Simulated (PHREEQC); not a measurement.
Make-up at 60 °C: 0.26 mol/kgw CdCl2, 0.00084 mol/kgw NaCl and 0.24 mol/kgw MnSO4. Closed to the air; pH follows from the charge balance.

Model: ion-association model, wateq4f.dat, run in PHREEQC.

This is a speciation only: nothing precipitates in the calculation.

Order these Cd species by the share of Cd that they hold, largest first: CdCl2, Cd+2, CdSO4, Cd(SO4)2-2, CdCl+.

CdCl+ (50 %), CdCl2 (20 %), CdSO4 (11 %), Cd+2 (8.8 %), Cd(SO4)2-2 (5.5 %)

The pH is 5.43 and the ionic strength 0.682 mol/kgw. Away from 25 °C the constants follow the database's enthalpies or fits; those with neither stay at their 25 °C values.
